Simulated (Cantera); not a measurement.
A closed system holds: 1 mol Si, 1 mol Cl2, 17 mol H2, held at 1450 K and 0.210 bar.

These are equilibrium values from Cantera (NASA tables, ideal gas, pure condensed phases), not measurements of a reactor. Candidate condensed phases: Si; 19 gas species. The tables' values for SiCl3 are old estimates; treat these amounts as uncertain. The numbers say what is thermodynamically allowed, not how fast it happens.

Base state: H2 0.912, HCl 0.0684, SiCl2 0.0158, SiCl3 0.00181, SiHCl3 0.000865, SiCl4 0.000753, SiH2Cl2 0.000154, H 1.97e-5 (mole fractions); condensed: Si(s).

**Question.** What changes in the equilibrium state with this change: temperature from 1450 K to 1125 K?

**Answer.** 
```
species       before     after
----------  --------  --------
H2             0.912     0.948
HCl           0.0684    0.0269
SiCl4       0.000753    0.0134
SiCl2         0.0158   0.00162
H            1.97e-5   9.44e-8
SiHCl3      0.000865   0.00820
SiH2Cl2     0.000154  0.000615
Si(s), mol     0.651     0.557
```

**Question.** What changes in the equilibrium state with this change: H2 from 17 to 11 mol?

**Answer.** 
| species | before | after |
|---|---|---|
| H2 | 0.912 | 0.878 |
| HCl | 0.0684 | 0.0874 |
| SiCl2 | 0.0158 | 0.0268 |
| SiCl4 | 0.000753 | 0.00216 |
| SiCl3 | 0.00181 | 0.00398 |
| Si(s), mol | 0.651 | 0.581 |
